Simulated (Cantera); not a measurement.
Charge: 1 mol SiCl4, 5 mol H2O, 16 mol N2, 2 mol O2, at 1650 K and 1.80 mbar.

Cantera equilibrium calculation (NASA polynomials, part measured and part estimated; ideal gas, pure solids and liquids). Candidate condensed phases: H2O, NH4Cl, Si, SiO2, Si2N2O, Si3N4; 47 gas species. The tables hold silica as quartz up to 1696 K and as liquid above; real silica turns to tridymite and cristobalite and melts near 1996 K. Rates play no part.

### Question
What is the equilibrium state?

### Answer
```json
{
  "x(N2)": "0.636",
  "x(HCl)": "0.139",
  "x(H2O)": "0.129",
  "x(O2)": "0.0735",
  "x(Cl)": "0.0203",
  "x(NO)": "0.00127",
  "x(OH)": "0.00109",
  "x(O)": "0.000166",
  "x(H2)": "0.000131",
  "n(SiO2(β-quartz))": "1.000 mol",
  "gas_amount": "25.14 mol",
  "log10 activity of Si(s) (absent)": "-15.68"
}
```
